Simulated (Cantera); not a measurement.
What does this Cantera script print?

```python
import numpy as np
import cantera as ct

gas = ct.Solution("gri30.yaml")


def delay(T, t_max=10):
    gas.TPX = T, 63000, {'CH4': 1, 'CO': 0.066, 'O2': 4.38, 'N2': 16.5}
    reactor = ct.IdealGasConstPressureReactor(gas, clone=False)
    net = ct.ReactorNet([reactor])
    net.rtol, net.atol = 1e-8, 1e-16
    while net.time < t_max:
        t_old, T_old = net.time, reactor.T
        net.step()
        if reactor.T > T + 400:  # ignition: a rise of 400 K
            return t_old + (T + 400 - T_old) / (reactor.T - T_old) * (net.time - t_old)
    return np.nan


taus = []
for T in [1098, 1198, 1298, 1398, 1498, 1598, 1698, 1798, 1898]:
    taus.append(delay(T))
    print(f"T0 = {T:6g} K   tau = {taus[-1]:.4e} s")
```

Output:

```
T0 =   1098 K   tau = 2.2346e-01 s
T0 =   1198 K   tau = 4.6406e-02 s
T0 =   1298 K   tau = 1.1640e-02 s
T0 =   1398 K   tau = 3.5692e-03 s
T0 =   1498 K   tau = 1.3465e-03 s
T0 =   1598 K   tau = 6.0456e-04 s
T0 =   1698 K   tau = 3.0723e-04 s
T0 =   1798 K   tau = 1.7085e-04 s
T0 =   1898 K   tau = 1.0199e-04 s
```

Detailed kinetics in Cantera: GRI-Mech 3.0 (53 species, 325 reactions).
